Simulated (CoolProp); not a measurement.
A closed Brayton cycle with carbon dioxide: compressor inlet 327.15 K and 8.2 MPa, high pressure 21.6 MPa, turbine inlet 870 K, compressor efficiency 0.89, turbine efficiency 0.85, recuperator effectiveness 0.9 (on enthalpy, no pinch check). Each further row changes one setting.

Values from CoolProp's reference Helmholtz-energy equation of state, Span 1996.

| case | thermal efficiency (%) | net work (kJ/kg) | compressor to turbine work | compressor exit (K) | turbine exit (K) |
|---|---|---|---|---|---|
| as stated | 32.7 | 78.5 | 0.38 | 408.8 | 756.8 |
| turbine inlet 820 K | ___ | ___ | 0.41 | 408.8 | 710.8 |
| compressor inlet 337.15 K | ___ | 72.8 | 0.43 | 423.8 | 756.8 |
| high pressure 18.4 MPa | 31.5 | 68.1 | 0.37 | ___ | 775.0 |
| recuperator effectiveness 0.5 | ___ | 78.5 | 0.38 | 408.8 | 756.8 |

Task: Fill in the missing entries.

Result: 
- turbine inlet 820 K, thermal efficiency (%): 31.1
- turbine inlet 820 K, net work (kJ/kg): 70.3
- compressor inlet 337.15 K, thermal efficiency (%): 31.7
- high pressure 18.4 MPa, compressor exit (K): 394.9
- recuperator effectiveness 0.5, thermal efficiency (%): 19.6
